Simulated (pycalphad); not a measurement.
## Effect of Al content in Mg-Cu-Al-Si

Source of the numbers: pycalphad with the COST 507 light-alloy database (1999); pressure 1 atm. The database dates from 1999; later assessments differ in places, in temperatures and in the compounds included. Not assessed as a whole: an extrapolation from subsystems, which can miss ternary compounds. Amounts are mole fractions of atoms.

Q: One of these alloys has its liquidus at 841 K, its solidus at 773 K, and holds hcp 0.80, LAVES_C36 0.16, QPHASE 0.03, MG2SI 0.01 at 450 K. Which?
A) Mg-5.65Cu-11.4Al-0.21Si (at.%)
B) Mg-5.65Cu-7.6Al-0.21Si (at.%)
C) Mg-5.65Cu-22.8Al-0.21Si (at.%)
D) Mg-5.65Cu-15.2Al-0.21Si (at.%)

A: B, Mg-5.65Cu-7.6Al-0.21Si (at.%). The others: Mg-5.65Cu-11.4Al-0.21Si (at.%), liquidus 822, solidus 745; Mg-5.65Cu-15.2Al-0.21Si (at.%), liquidus 800, solidus 729; Mg-5.65Cu-22.8Al-0.21Si (at.%), liquidus 754, solidus 698

Database names, with the compositions (at.%) that they take in these runs: MG2SI: Mg 67 Si 33; LAVES_C36: Al 34-37 Mg 33 Cu 30-33; QPHASE: Al 44 Mg 37 Cu 19.
